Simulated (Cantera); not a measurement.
# Premixed flame

A freely propagating, adiabatic, planar premixed flame of 10.7 % CH₃OH, 17.1 % O₂, 64.7 % N₂, 7.48 % H₂O, unburnt at 600 K and 1.20 bar; mixture-averaged transport, grid criteria slope 0.08 and curve 0.16, no radiation.

Model: GRI-Mech 3.0 (53 species, 325 reactions), integrated in Cantera. GRI-Mech 3.0 was tuned for natural gas; its chemistry of methanol as a main component is partial and can be far from experiment. Burning velocities carry a grid error of a few per cent, more on coarse grids.

```csv
z (mm),T (K),u (m/s),x CH₃OH,x O₂,x H₂O,x CH₄,x CO₂,x CO
-0.833,600,1.04,0.107,0.171,0.0747,2.88e-8,5.19e-7,8.78e-6
-0.555,602,1.05,0.106,0.170,0.0751,2.44e-7,6.93e-6,8.40e-5
-0.417,610,1.07,0.106,0.169,0.0767,1.11e-6,4.88e-5,0.000429
-0.278,658,1.16,0.102,0.164,0.0850,5.75e-6,0.000417,0.00253
-0.139,932,1.69,0.0798,0.139,0.124,3.17e-5,0.00418,0.0163
-0.0694,1261,2.35,0.0449,0.107,0.167,6.46e-5,0.0111,0.0358
0,1632,3.12,0.00564,0.0704,0.215,8.73e-5,0.0242,0.0590
0.0694,1766,3.38,3.73e-5,0.0480,0.235,2.14e-5,0.0409,0.0530
0.139,1826,3.47,7.29e-8,0.0371,0.240,1.58e-6,0.0548,0.0408
0.278,1909,3.60,<1e-8,0.0294,0.243,<1e-8,0.0698,0.0277
0.555,2004,3.75,<1e-8,0.0244,0.248,<1e-8,0.0789,0.0197
1.11,2095,3.90,<1e-8,0.0204,0.255,<1e-8,0.0839,0.0154
2.22,2165,4.01,<1e-8,0.0172,0.261,<1e-8,0.0882,0.0116
```
x: mole fraction of selected species; z is measured from the peak of heat release.

```json
{
  "laminar_burning_velocity": "104 cm/s",
  "thermal_thickness": "0.278 mm",
  "peak x(CH₄)": "9.03e-5",
  "peak x(CO)": "0.0603",
  "grid_points": "129"
}
```
